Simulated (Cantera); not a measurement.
Feed: 1 mol SiH₂Cl₂, 0.022 mol HCl, 1.8 mol H₂, 0.097 mol C₂H₄, held at 2325 K and 0.200 bar.

These are equilibrium values from Cantera (NASA tables, ideal gas, pure condensed phases), not measurements of a reactor. Candidate condensed phases: C, C₆H₆, C₇H₈, C₈H₁₈, Si, SiC; 109 gas species. Mutual solubility and eutectic melting of coexisting phases are not modelled. The tables' values for SiCl, SiCl₃ are old estimates; treat these amounts as uncertain. Gases not in the tables: Si₂H₆ and higher silanes. The numbers say what is thermodynamically allowed, not how fast it happens.

Base state: H₂ 0.614, HCl 0.217, SiCl₂ 0.131, H 0.0193, Si 0.00580, SiCl 0.00553, Cl 0.00488, SiCl₃ 0.00140 (mole fractions); condensed: Si(l) + SiC(s).

Question: What changes in the equilibrium state with this change: H₂ from 1.8 to 17 mol?

Answer: 
| species | before | after |
|---|---|---|
| H₂ | 0.614 | 0.878 |
| HCl | 0.217 | 0.0769 |
| H | 0.0193 | 0.0230 |
| SiCl₂ | 0.131 | 0.0115 |
| SiCl₄ | 1.12e-5 | 8.73e-8 |
| SiCl₃ | 0.00140 | 3.66e-5 |
| Si(l), mol | 0.210 | 0.396 |
| SiC(s), mol | 0.191 | 0.179 |
